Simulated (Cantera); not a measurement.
A Cantera script and what it prints.

```python
import numpy as np
import cantera as ct

gas_names = """
    CL CL2 H HCL H2 Si SiCL SiCL2 SiCL3 SiCL4 SiH SiHCL3 SiH2 SiH2CL2 SiH3 SiH3CL SiH4 Si2 Si3
""".split()
cond_names = """
    Si(cr) Si(L)
""".split()


# ... load() reads the species with a 1 bar reference pressure and builds the phases ...
atoms = {
    'SiCl4': {'Si': 1, 'CL': 4},
    'Cl2': {'CL': 2},
    'H2': {'H': 2},
}
top_T = {}  # K; cautious upper limits of use, not melting points


# ... equilibrate(T, P, feed) seeds the gas with the atoms and calls Mixture.equilibrate('TP', solver="vcs", rtol=1e-11, max_steps=5000) ...
results = []
feed = {'SiCl4': 1, 'Cl2': 0.0073, 'H2': 58}  # mol
T = 1473.15  # K
P = 120  # Pa
mix = equilibrate(T, P, feed)
results.append((T, P, feed, dict(zip(mix.species_names, mix.species_moles))))
print(gas.report(threshold=1e-05))
for i in range(1, mix.n_phases):
    print(f"{mix.phase(i).name:16s} {mix.phase_moles(i):12.5e} mol")
```

It prints:

```
       temperature   1473.2 K
          pressure   120 Pa
           density   4.4635e-05 kg/m^3
  mean mol. weight   4.5559 kg/kmol
   phase of matter   gas

                          1 kg             1 kmol
                     ---------------   ---------------
          enthalpy        6.5451e+06        2.9819e+07  J
   internal energy        3.8566e+06         1.757e+07  J
           entropy             52852        2.4079e+05  J/K
    Gibbs function       -7.1314e+07        -3.249e+08  J
 heat capacity c_p            7143.8             32546  J/K
 heat capacity c_v            5318.8             24232  J/K

                      mass frac. Y      mole frac. X     chem. pot. / RT
                     ---------------   ---------------   ---------------
                CL        0.00011896        1.5289e-05           -29.938
                 H        7.8537e-05        0.00035497           -12.668
               HCL           0.40024          0.050015           -42.606
                H2           0.41649            0.9412           -25.336
             SiCL2           0.18154         0.0083558           -64.417
             SiCL3         0.0013079        4.4324e-05           -94.355
     [  +13 minor]         0.0002249        1.6315e-05

Si(cr)            4.94869e-01 mol
```

Method: chemical equilibrium by Gibbs-energy minimisation in Cantera with the NASA 1993 tables (ideal gas, pure condensed phases). The tables' values for SiCl3 are old estimates; treat these amounts as uncertain.
